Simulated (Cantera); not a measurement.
An adiabatic, constant-pressure homogeneous reactor starts with CH4 : CO : O2 : N2 = 1 : 0.066 : 4.24 : 15.9 (molar parts), equivalence ratio 0.48, at 1550 K and 15000 Torr. Integrator tolerance rtol = 1e-08.

Model: GRI-Mech 3.0 (53 species, 325 reactions), integrated in Cantera. The pressure lies above the range GRI-Mech 3.0 was tuned for (to about 10 atm).

### Question
What does this change do: pressure from 15000 Torr to 11300 Torr?

### Answer
```json
[
 {"quantity": "time of steepest temperature rise", "before": "53.4 µs", "after": "67.6 µs"},
 {"quantity": "temperature at 0.100 s", "before": "2480 K", "after": "2476 K"},
 {"quantity": "equilibrium temperature", "before": "2480 K", "after": "2476 K"},
 {"quantity": "x(CH4) at 0.100 s", "before": "<1e-12 (gas-phase equilibrium <1e-12)", "after": "<1e-12 (gas-phase equilibrium <1e-12)"},
 {"quantity": "x(CO) at 0.100 s", "before": "0.00118 (gas-phase equilibrium 0.00118)", "after": "0.00133 (gas-phase equilibrium 0.00133)"},
 {"quantity": "x(O2) at 0.100 s", "before": "0.0957 (gas-phase equilibrium 0.0957)", "after": "0.0957 (gas-phase equilibrium 0.0957)"},
 {"quantity": "x(CH3) at 0.100 s", "before": "<1e-12 (gas-phase equilibrium <1e-12)", "after": "<1e-12 (gas-phase equilibrium <1e-12)"},
 {"quantity": "x(NO2) at 0.100 s", "before": "3.99e-5 (gas-phase equilibrium 3.99e-5)", "after": "3.45e-5 (gas-phase equilibrium 3.45e-5)"},
 {"quantity": "x(CH2O) at 0.100 s", "before": "3.37e-12 (gas-phase equilibrium 3.37e-12)", "after": "3.23e-12 (gas-phase equilibrium 3.23e-12)"},
 {"quantity": "x(O) at 0.100 s", "before": "0.000911 (gas-phase equilibrium 0.000911)", "after": "0.00103 (gas-phase equilibrium 0.00103)"}
]
```
